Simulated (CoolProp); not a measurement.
The fluid at 430.65 K and 0.434 MPa expands adiabatically to 0.0579 MPa with isentropic efficiency 0.7. The same conditions are run with several fluids, on thermodynamics alone (safety and materials aside).

The numbers come from the reference Helmholtz-energy equation of state of each fluid (oxygen: Schmidt 1985; ethanol: Schroeder 2014; R1336mzz(Z): McLinden 2020; R123: Younglove 1994; ethylene: Smukala 2000) in CoolProp.

```csv
fluid,work (kJ/kg),final temperature (K),final density (kg/m³)
oxygen,121,300.9,0.741
ethanol,95.0,368.1,0.884
R1336mzz(Z),28.3,399.0,2.89
R123,29.9,388.3,2.77
ethylene,153,346.4,0.565
```

Above 300 K oxygen's equation is extrapolated.
